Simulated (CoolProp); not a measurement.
Vapour-liquid equilibrium of CHF3 (R23) (1) + R125 (2) at 259.6 K; x and y are mole fractions of (1).

Values from CoolProp's multi-fluid Helmholtz-energy mixture model, Penoncello 2003 and Lemmon 2005; pair parameters Bell 2016.

```json
[
 {"x": "0.05", "bubble pressure (kPa)": "479.4", "y at the bubble point": "(withheld)", "dew pressure at overall composition x (kPa)": "(withheld)", "liquid density (mol/L)": "11.68"},
 {"x": "0.2", "bubble pressure (kPa)": "647.8", "y at the bubble point": "0.438", "dew pressure at overall composition x (kPa)": "505.5", "liquid density (mol/L)": "12.26"},
 {"x": "0.35", "bubble pressure (kPa)": "827.2", "y at the bubble point": "0.624", "dew pressure at overall composition x (kPa)": "(withheld)", "liquid density (mol/L)": "12.88"},
 {"x": "0.5", "bubble pressure (kPa)": "1014", "y at the bubble point": "(withheld)", "dew pressure at overall composition x (kPa)": "(withheld)", "liquid density (mol/L)": "13.55"},
 {"x": "0.65", "bubble pressure (kPa)": "(withheld)", "y at the bubble point": "0.844", "dew pressure at overall composition x (kPa)": "860.3", "liquid density (mol/L)": "14.26"},
 {"x": "0.8", "bubble pressure (kPa)": "1410", "y at the bubble point": "0.917", "dew pressure at overall composition x (kPa)": "1110", "liquid density (mol/L)": "15.02"},
 {"x": "0.95", "bubble pressure (kPa)": "(withheld)", "y at the bubble point": "0.980", "dew pressure at overall composition x (kPa)": "1516", "liquid density (mol/L)": "15.83"}
]
```

Q: What belongs in the gaps?

A: 
- 0.05, y at the bubble point: 0.141
- 0.05, dew pressure at overall composition x (kPa): 443.8
- 0.35, dew pressure at overall composition x (kPa): 586.9
- 0.5, y at the bubble point: 0.750
- 0.5, dew pressure at overall composition x (kPa): 698.5
- 0.65, bubble pressure (kPa): 1208
- 0.95, bubble pressure (kPa): 1624

No azeotrope shows between x = 0.05 and 0.95.

The pair parameters rest on a limited set of measurements; away from them the model extrapolates.
